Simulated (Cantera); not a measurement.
Cantera with NASA thermochemical tables; ideal gases at 1 bar, condensed phases pure. Values are per mole of reaction as written; species without (g) are pure solids or liquids, kept so even where they would boil at 1 bar. TaC: taken at fixed stoichiometry.

Between 675 and 2175 K, where is each reaction favourable under standard conditions?
- 5 O₃(g) + 6 TaC → 6 C + 3 Ta₂O₅
- TaC → C + Ta
- 7 CO₂(g) + 2 TaC → Ta₂O₅ + 9 CO(g)


- 5 O₃(g) + 6 TaC → 6 C + 3 Ta₂O₅: ΔG° is -5325 kJ at 675 K and -4022 kJ at 2175 K; it stays negative (K > 1). ΔH° is -5467 kJ and ΔS° -665 J/K at 2175 K.
- TaC → C + Ta: ΔG° is 141 kJ at 675 K and 140 kJ at 2175 K; it stays positive (K < 1). ΔH° is 140 kJ and ΔS° 0 J/K at 2175 K.
- 7 CO₂(g) + 2 TaC → Ta₂O₅ + 9 CO(g): ΔG° is -235 kJ at 675 K and -792 kJ at 2175 K; it stays negative (K > 1). ΔH° is 127 kJ and ΔS° 423 J/K at 2175 K.
